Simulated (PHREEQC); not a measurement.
A made-up water analysis in mg/L, 80 °C, pH 2.92, pe 10.8:

```csv
constituent,mg/L
Na,1400
K,62.2
Ca,43.7
Mg,259
Cl,638
S(6) as SO4,3370
Fe(3),6.24
Cu(2),76.4
Mn(2),22
Br,188
```

Cl is adjusted to close the charge balance.
Valence states are taken as typed.

Computed with PHREEQC (ion-association model, phreeqc.dat).

- ionic strength: 0.0976 mol/kgw
- specific conductance: 18200 µS/cm
- density: 0.977 g/cm³
- total alkalinity: -5.91 meq/kg

```tsv
species	molality	activity	log γ
Na+	0.0586	0.0448	-0.117
Cl-	0.0226	0.0169	-0.127
SO4-2	0.0201	0.00679	-0.471
MgSO4	0.00703	0.00719	0.010
HSO4-	0.00428	0.00325	-0.119
Mg+2	0.00369	0.00137	-0.432
NaSO4-	0.00266	0.00205	-0.114
```

This is a speciation only: nothing precipitates in the calculation. Examples of supersaturated solids here: Jarosite-K, Hematite (slow to form). Others may be too. Constants without temperature data keep their 25 °C values here.
